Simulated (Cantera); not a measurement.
Charge: 1 mol SiH4, 55 mol N2, equilibrated at 5.70 Pa.

These are equilibrium values from Cantera (NASA tables, ideal gas, pure condensed phases), not measurements of a reactor. Candidate condensed phases: Si, Si3N4; 18 gas species. N2 is the only nitrogen source here; it is nearly inert below about 1500 K, so the nitride shown seldom forms there in practice. The numbers say what is thermodynamically allowed, not how fast it happens.

### Question
Which condensed phases are stable at each of these points (T (K)): 800, 1000, 1200, 1400, 1600, 1800, 2000?

### Answer
```json
[
 {"T (K)": "800", "condensed phases": "Si3N4(s)", "Si condensed (%)": "100.0"},
 {"T (K)": "1000", "condensed phases": "Si3N4(s)", "Si condensed (%)": "100.0"},
 {"T (K)": "1200", "condensed phases": "Si3N4(s)", "Si condensed (%)": "100.0"},
 {"T (K)": "1400", "condensed phases": "Si3N4(s)", "Si condensed (%)": "100.0"},
 {"T (K)": "1600", "condensed phases": "Si(s)", "Si condensed (%)": "89.9"},
 {"T (K)": "1800", "condensed phases": "gas only", "Si condensed (%)": "0.0"},
 {"T (K)": "2000", "condensed phases": "gas only", "Si condensed (%)": "0.0"}
]
```

From 800 K to 1400 K the condensed part is Si3N4(s). At 1600 K the condensed part is Si(s). From 1800 K to 2000 K nothing is condensed.
